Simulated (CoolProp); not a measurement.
Saturated liquid density (kg/m³) of neopentane: the reference equation beside estimates from Tc = 433.7 K, pc = 3196 kPa, ω = 0.196.

Computed with CoolProp (reference Helmholtz-energy equation of state, Lemmon 2006). It is a short technical equation, of lower accuracy than the large ones.

| T (K) | reference | van der Waals | Peng-Robinson |
|---|---|---|---|
| 342 | 531.2 | 334.1 | 557.0 |
| 344.3 | 528.0 | 332.0 | 552.9 |
| 346.6 | 524.9 | 329.9 | 548.7 |
| 348.9 | 521.7 | 327.8 | 544.4 |
| 351.2 | 518.4 | 325.7 | 540.0 |
| 353.5 | 515.1 | 323.5 | 535.5 |
| 355.8 | 511.8 | 321.3 | 530.9 |
| 358.1 | 508.3 | 319.0 | 526.3 |
| 360.5 | 504.7 | 316.6 | 521.3 |
| 362.8 | 501.2 | 314.3 | 516.5 |
| 365.1 | 497.6 | 311.9 | 511.6 |
| 367.4 | 493.9 | 309.5 | 506.5 |

Absolute difference from the reference over all 12 rows, mean and median: van der Waals 37.2 and 37.2 %, Peng-Robinson 3.8 and 3.8 %.
